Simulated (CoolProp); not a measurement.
Methane at 272.86 K and 1.73 MPa is throttled through a valve to 1.18 MPa with no heat exchange. Each further row changes one setting.

Model: reference Helmholtz-energy equation of state, Setzmann 1991, in CoolProp.

```tsv
case	temperature change (K)	final density (kg/m³)
as stated	…	…
outlet pressure 0.354 MPa	…	…
outlet pressure 1.53 MPa	…	11.3
```

### Question
Fill in the missing entries.

### Answer

- as stated, temperature change (K): -2.9
- as stated, final density (kg/m³): 8.68
- outlet pressure 0.354 MPa, temperature change (K): -7.3
- outlet pressure 0.354 MPa, final density (kg/m³): 2.60
- outlet pressure 1.53 MPa, temperature change (K): -1.0
